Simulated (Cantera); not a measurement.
Feed: 1 mol SiC, 0.15 mol Si, 1.5 mol N2, held at 2075 K and 62.3 Torr.

Equilibrium computed with Cantera from the NASA thermochemical tables; the gas is ideal and each condensed phase is pure. Candidate condensed phases: C, Si, SiC, Si3N4; 20 gas species. Mutual solubility and eutectic melting of coexisting phases are not modelled. The tables' values for SiN are old estimates; treat these amounts as uncertain. Kinetics and transport are ignored.

Base state: N2 0.999, Si 0.00123, Si2N 9.50e-5, SiN 7.74e-5, Si2C 4.56e-5, Si2 1.51e-5 (mole fractions); condensed: Si(l) + SiC(s).

Problem. What changes in the equilibrium state with this change: temperature from 2075 K to 1898.15 K?

Solution. 
| species | before | after |
|---|---|---|
| N2 | 0.999 | 1.000 |
| Si | 0.00123 | 9.13e-5 |
| SiN | 7.74e-5 | 8.85e-6 |
| Si2N | 9.50e-5 | 7.90e-6 |
| Si2 | 1.51e-5 | 4.50e-7 |
| Si2C | 4.56e-5 | 1.59e-6 |
| Si(l), mol | 0.148 | 0 |
| SiC(s), mol | 1.000 | 1.000 |
| Si3N4(s), mol | 0 | 0.0499 |

Problem. What changes in the equilibrium state with this change: temperature from 2075 K to 2923 K?

Solution. 
| species | before | after |
|---|---|---|
| N2 | 0.999 | 0.581 |
| Si | 0.00123 | 0.215 |
| SiC2 | 3.65e-7 | 0.155 |
| Si2C | 4.56e-5 | 0.0346 |
| C3 | <1e-9 | 0.00162 |
| C | <1e-9 | 0.000288 |
| Si(l), mol | 0.148 | 0 |
| SiC(s), mol | 1.000 | 0 |
| C(graphite), mol | 0 | 0.0827 |
